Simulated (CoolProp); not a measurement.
Vapour-liquid equilibrium of CH2F2 (R32) (1) + R236FA (2) at 0.554 MPa; x and y are mole fractions of (1).

Values from CoolProp's multi-fluid Helmholtz-energy mixture model, Tillner-Roth 1997 and Pan 2012; pair parameters Bell 2016.

| x | bubble temperature, mixture model (K) | bubble temperature, Raoult's law (K) | y, mixture model | y, Raoult's law |
|---|---|---|---|---|
| 0.05 | 315.7 | 314.1 | 0.170 | 0.229 |
| 0.125 | 307.7 | 305.2 | 0.378 | 0.459 |
| 0.2 | 300.6 | 298.1 | 0.535 | 0.608 |
| 0.275 | 294.3 | 292.1 | 0.651 | 0.711 |
| 0.35 | 288.8 | 287.0 | 0.737 | 0.784 |
| 0.425 | 284.0 | 282.7 | 0.800 | 0.837 |
| 0.5 | 279.9 | 278.9 | 0.848 | 0.878 |
| 0.575 | 276.3 | 275.5 | 0.885 | 0.909 |
| 0.65 | 273.1 | 272.5 | 0.915 | 0.934 |
| 0.725 | 270.3 | 269.8 | 0.939 | 0.954 |
| 0.8 | 267.7 | 267.3 | 0.959 | 0.970 |
| 0.875 | 265.3 | 265.1 | 0.976 | 0.983 |
| 0.95 | 263.1 | 263.0 | 0.991 | 0.994 |

The largest gap from Raoult's law is +2.5 K in bubble temperature, at x = 0.2. No azeotrope shows between x = 0.05 and 0.95.

Pair parameters are fitted to limited data, so mixtures are less certain than the pure fluids.
